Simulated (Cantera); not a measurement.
What does this Cantera script print?

```python
import numpy as np
import cantera as ct

gas_names = """
    H HO2 H2 H2O H2O2 O OH O2 O3 Si SiH SiH2 SiH3 SiH4 SiO SiO2 Si2 Si3
""".split()
cond_names = """
    H2O(s) H2O(L) Si(cr) Si(L) SiO2(Lqz) SiO2(hqz) SiO2(L)
""".split()


def load(file, names, dense=False):
    # The tables refer to 1 bar. Condensed volumes are neglected.
    table = {s.name: s for s in ct.Species.list_from_file(file)}
    out = []
    for n in names:
        d = dict(table[n].input_data)
        d["thermo"] = dict(d["thermo"], **{"reference-pressure": 1e5})
        if dense:
            d["equation-of-state"] = {"model": "constant-volume", "density": "1e6 g/cm^3"}
        out.append(ct.Species.from_dict(d))
    return out


gas = ct.Solution(thermo="ideal-gas", species=load("nasa_gas.yaml", gas_names))
cond = {s.name: ct.Solution(thermo="fixed-stoichiometry", species=[s], name=s.name)
        for s in load("nasa_condensed.yaml", cond_names, dense=True)}
atoms = {
    'SiH4': {'Si': 1, 'H': 4},
    'O3': {'O': 3},
}
top_T = {}  # K; cautious upper limits of use, not melting points


def equilibrate(T, P, feed):
    n = {}
    for name, mol in feed.items():
        for a, k in atoms[name].items():
            n[a] = n.get(a, 0.0) + k * mol
    gas.TPX = T, P, n
    mass = sum(n.values()) * gas.mean_molecular_weight
    gas.equilibrate("TP")
    valid = [c for c in cond.values() if c.min_temp <= T <= top_T.get(c.name, c.max_temp)]
    mix = ct.Mixture([(gas, mass / gas.mean_molecular_weight)] + [(c, 0.0) for c in valid])
    mix.T, mix.P = T, P
    mix.equilibrate("TP", solver="vcs", rtol=1e-11, max_steps=5000)
    return mix


results = []
feed = {'SiH4': 1, 'O3': 1.3}  # mol
T = 1125  # K
P = 10000  # Pa
mix = equilibrate(T, P, feed)
results.append((T, P, feed, dict(zip(mix.species_names, mix.species_moles))))
print(gas.report(threshold=0.0001))
for i in range(1, mix.n_phases):
    print(f"{mix.phase(i).name:16s} {mix.phase_moles(i):12.5e} mol")
```

It prints:

```
       temperature   1125 K
          pressure   10000 Pa
           density   0.018404 kg/m^3
  mean mol. weight   17.215 kg/kmol
   phase of matter   gas

                          1 kg             1 kmol
                     ---------------   ---------------
          enthalpy       -1.1548e+07        -1.988e+08  J
   internal energy       -1.2091e+07       -2.0815e+08  J
           entropy             14818         2.551e+05  J/K
    Gibbs function       -2.8219e+07       -4.8579e+08  J
 heat capacity c_p            2461.5             42375  J/K
 heat capacity c_v            1978.6             34061  J/K

                      mass frac. Y      mole frac. X     chem. pot. / RT
                     ---------------   ---------------   ---------------
                H2         0.0058553              0.05           -23.105
               H2O           0.99414              0.95           -53.452
     [  +16 minor]        4.9122e-09         3.453e-08

Si(cr)            0.00000e+00 mol
SiO2(hqz)         1.00000e+00 mol
```

These are equilibrium values from Cantera (NASA tables, ideal gas, pure condensed phases), not measurements of a reactor.
